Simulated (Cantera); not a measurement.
An isothermal, constant-pressure homogeneous reactor starts with CH₄ : N₂ = 2.8 : 190 (molar parts), at 1523 K and 0.0296 atm.

Model: GRI-Mech 3.0 (53 species, 325 reactions), integrated in Cantera. GRI-Mech 3.0 stops at C3 and has no aromatics, soot or wall deposition, so with more carbon than oxygen in the feed, carbon stays in small species such as C2H2 where larger ones or solid carbon would form. Radical loss at walls, strong at low pressure, is not modelled.

One state of this run: x CH₄ = 0.00233; x C₂H₆ = 4.21e-7; x CH₂ = 1.80e-8; x C₂H = 8.95e-9; x C₂H₂ = 0.00598; x H = 1.24e-5. x: mole fraction; the columns are a selection and need not sum to one.

Question: Which value of t (s) does it belong to?
A. 9.21e-5
B. 0.210
C. 10.0
D. 0.000334

Answer: C, 10.0
